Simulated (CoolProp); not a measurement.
Vapour-liquid equilibrium of hydrogen chloride (1) + propane (2) at 0.89 bar; x and y are mole fractions of (1).

The numbers come from the multi-fluid Helmholtz-energy mixture model, Thol 2018 and Lemmon 2009; pair parameters Bell 2016 in CoolProp.

**Question.** Give the bubble temperature and the first vapour's composition at x = 0.35, 0.725, 0.8. Is there an azeotrope?

**Answer.** x = 0.35: 189.6 K, y = 0.909; x = 0.725: 187.5 K, y = 0.931; x = 0.8: 187.2 K, y = 0.938. No azeotrope shows between x = 0.05 and 0.95.

Pair parameters are fitted to limited data, so mixtures are less certain than the pure fluids. With so large a gap from Raoult's law the liquid may split in two, which this calculation doesn't test in full.
